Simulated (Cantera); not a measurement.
A perfectly stirred reactor is fed with NO : N₂ = 1 : 2.8 (molar parts), at 0.0200 bar; it is held at 2098 K, and followed from long to short residence time.

Computed with Cantera and GRI-Mech 3.0 (53 species, 325 reactions). Radical loss at walls, strong at low pressure, is not modelled.

Problem. What does this change do: temperature 2098 to 1773 K?

Solution. 
| quantity | before | after |
|---|---|---|
| x(NO) at τ = 5.60 s | 0.113 | 0.259 |
| x(O₂) at τ = 5.60 s | 0.0736 | 0.00197 |
| x(N₂) at τ = 5.60 s | 0.811 | 0.739 |
| x(O) at τ = 5.60 s | 0.00267 | 5.45e-5 |
| x(NO₂) at τ = 5.60 s | 1.39e-5 | 1.21e-5 |
| x(NO) at τ = 90.0 ms | 0.262 | 0.263 |
| x(O₂) at τ = 90.0 ms | 0.000499 | 8.45e-6 |
| x(N₂) at τ = 90.0 ms | 0.737 | 0.737 |
| x(O) at τ = 90.0 ms | 0.000397 | 1.98e-5 |
| x(NO₂) at τ = 90.0 ms | 4.00e-6 | 4.17e-6 |

Problem. What does this change do: temperature 2098 to 1550 K?

Solution. 
```json
[
 {"quantity": "x(NO) at τ = 5.60 s", "before": "0.113", "after": "0.263"},
 {"quantity": "x(O₂) at τ = 5.60 s", "before": "0.0736", "after": "0.000123"},
 {"quantity": "x(N₂) at τ = 5.60 s", "before": "0.811", "after": "0.737"},
 {"quantity": "x(O) at τ = 5.60 s", "before": "0.00267", "after": "2.81e-6"},
 {"quantity": "x(NO₂) at τ = 5.60 s", "before": "1.39e-5", "after": "1.19e-5"},
 {"quantity": "x(NO) at τ = 90.0 ms", "before": "0.262", "after": "0.263"},
 {"quantity": "x(O₂) at τ = 90.0 ms", "before": "0.000499", "after": "1.08e-7"},
 {"quantity": "x(N₂) at τ = 90.0 ms", "before": "0.737", "after": "0.737"},
 {"quantity": "x(O) at τ = 90.0 ms", "before": "0.000397", "after": "8.96e-7"},
 {"quantity": "x(NO₂) at τ = 90.0 ms", "before": "4.00e-6", "after": "1.29e-6"}
]
```
